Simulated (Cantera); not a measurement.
A perfectly stirred reactor is fed with CH4 : CO2 : H2 = 1 : 3.7 : 0.064 (molar parts), at 910000 Pa; it is held at 1600 K, and followed from long to short residence time.

Cantera simulation using GRI-Mech 3.0 (53 species, 325 reactions); the numbers are that mechanism's predictions, not measurements.

One state of this run: x CH4 = 0.198; x CO2 = 0.768; x H2 = 0.0215; x C2H4 = 0.00240; x O = 1.62e-12; x H2O = 0.00355. x: mole fraction; the columns are a selection and need not sum to one.

**Question.** Which value of τ (s) does it belong to?
A. 0.0084
B. 0.0013
C. 0.90
D. 0.00051

**Answer.** B, 0.0013
